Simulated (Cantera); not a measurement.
Input: 1 mol CuO, a varied amount of C, 0.18 mol CO, at 1677 °C and 7.00 mbar.

Equilibrium computed with Cantera from the NASA thermochemical tables; the gas is ideal and each condensed phase is pure. Candidate condensed phases: C, Cu, CuO, Cu₂O; 15 gas species. Equilibrium is a limit: real reactors are often held back by kinetics, nucleation or transport.

### Question
At 1 mol C, list the 3 most abundant gas species with their mole fractions, and the condensed phases.

### Answer
CO 0.617, Cu 0.382, Cu₂ 0.00132. Condensed: Cu(l).
